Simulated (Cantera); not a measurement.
**Equilibrium for abatement and gas-phase synthesis: HBr + O2 + H2**

Charge: 1 mol HBr, 2.4 mol O2, 1.1 mol H2, equilibrated at 0.260 bar.

Cantera equilibrium calculation (NASA polynomials, part measured and part estimated; ideal gas, pure solids and liquids). Candidate condensed phases: Br2, H2O; 12 gas species. The numbers say what is thermodynamically allowed, not how fast it happens.

```csv
T (K),x O2,x H2O,x Br,x Br2,x HBr
1048,0.432,0.426,0.00687,0.127,0.00822
1123,0.431,0.421,0.0142,0.120,0.0136
1198,0.430,0.414,0.0262,0.109,0.0206
1273,0.427,0.405,0.0438,0.0949,0.0289
1348,0.423,0.395,0.0665,0.0774,0.0373
1423,0.419,0.385,0.0924,0.0588,0.0448
1498,0.414,0.376,0.118,0.0413,0.0502
1573,0.409,0.370,0.140,0.0272,0.0531
1648,0.406,0.365,0.157,0.0171,0.0537
1723,0.403,0.363,0.170,0.0106,0.0527
1798,0.400,0.361,0.179,0.00652,0.0508
1873,0.398,0.361,0.185,0.00407,0.0486
```
x: gas mole fraction; nothing condenses.

From 1048 K to 1873 K nothing is condensed.
